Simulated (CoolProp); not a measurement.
A Linde-Hampson liquefier for methane: isothermal reversible compression at 300 K from 1 atm to 15 MPa, throttling to 1 atm, return gas leaving the recuperator 10 K below the feed. Each further row changes one setting.

Model: reference Helmholtz-energy equation of state, Setzmann 1991, in CoolProp.

```
case                        liquid yield per pass  compression work (kJ/kg of gas)
--------------------------  ---------------------  -------------------------------
as stated                                   0.137                              742
high pressure 30 MPa                        0.216                              833
warm-end temperature 330 K                  0.097                              829
warm-end gap 15 K                           0.126                              742
```
